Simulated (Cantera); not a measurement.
Cantera run:

```python
import numpy as np
import cantera as ct

gas_names = """
    CL CLO CL2 O O2 O3 Si SiCL SiCL2 SiCL3 SiCL4 SiO SiO2 Si2 Si3
""".split()
cond_names = """
    Si(cr) Si(L) SiO2(Lqz) SiO2(hqz) SiO2(L)
""".split()


# ... load() reads the species with a 1 bar reference pressure and builds the phases ...
atoms = {
    'SiCl4': {'Si': 1, 'CL': 4},
    'O2': {'O': 2},
}
top_T = {}  # K; cautious upper limits of use, not melting points


# ... equilibrate(T, P, feed) seeds the gas with the atoms and calls Mixture.equilibrate('TP', solver="vcs", rtol=1e-11, max_steps=5000) ...
results = []
feed = {'SiCl4': 1, 'O2': 0.16}  # mol
T = 625  # K
P = 133.322  # Pa
mix = equilibrate(T, P, feed)
results.append((T, P, feed, dict(zip(mix.species_names, mix.species_moles))))
x = sorted(zip(gas.X, gas.species_names), reverse=True)
print(f"T = {T:g} K  P = {P:g} Pa  gas = {mix.phase_moles(0):.4g} mol")
print("   x: " + "  ".join(f"{s} {v:.3e}" for v, s in x if v > 1e-05))
print("   condensed (mol): " + ("  ".join(f"{mix.phase(i).name} {mix.phase_moles(i):.4g}"
      for i in range(1, mix.n_phases) if mix.phase_moles(i) > 1e-12) or "none"))
```

Result:

```
T = 625 K  P = 133.322 Pa  gas = 1.16 mol
   x: SiCL4 7.241e-01  CL2 2.759e-01
   condensed (mol): SiO2(Lqz) 0.16
```

Method: chemical equilibrium by Gibbs-energy minimisation in Cantera with the NASA 1993 tables (ideal gas, pure condensed phases).
